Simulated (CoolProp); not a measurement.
Properties of CH2F2 (R32) along the isotherm 121.15 °C (Tc = 78.1 °C, pc = 5.783 MPa, ω = 0.277).

Computed with CoolProp (reference Helmholtz-energy equation of state, Tillner-Roth 1997).

```json
[
 {"p (MPa)": "0.00914", "phase": "gas", "cp (kJ/(kg K))": "0.9784", "conductivity (mW/(m K))": "22.1", "fugacity coefficient": "0.9996"},
 {"p (MPa)": "0.0188", "phase": "gas", "cp (kJ/(kg K))": "0.9790", "conductivity (mW/(m K))": "22.1", "fugacity coefficient": "0.9992"},
 {"p (MPa)": "0.0386", "phase": "gas", "cp (kJ/(kg K))": "0.9802", "conductivity (mW/(m K))": "22.1", "fugacity coefficient": "0.9983"},
 {"p (MPa)": "0.0792", "phase": "gas", "cp (kJ/(kg K))": "0.9827", "conductivity (mW/(m K))": "22.2", "fugacity coefficient": "0.9965"},
 {"p (MPa)": "0.163", "phase": "gas", "cp (kJ/(kg K))": "0.9879", "conductivity (mW/(m K))": "22.3", "fugacity coefficient": "0.9928"},
 {"p (MPa)": "0.334", "phase": "gas", "cp (kJ/(kg K))": "0.9987", "conductivity (mW/(m K))": "22.5", "fugacity coefficient": "0.9853"},
 {"p (MPa)": "0.686", "phase": "gas", "cp (kJ/(kg K))": "1.022", "conductivity (mW/(m K))": "23.0", "fugacity coefficient": "0.9699"},
 {"p (MPa)": "1.41", "phase": "gas", "cp (kJ/(kg K))": "1.075", "conductivity (mW/(m K))": "24.1", "fugacity coefficient": "0.9388"},
 {"p (MPa)": "2.89", "phase": "gas", "cp (kJ/(kg K))": "1.208", "conductivity (mW/(m K))": "26.3", "fugacity coefficient": "0.8771"}
]
```

Thermal conductivity comes from a separate model (Huber 2003), an estimate that may be off by 10 % or more.
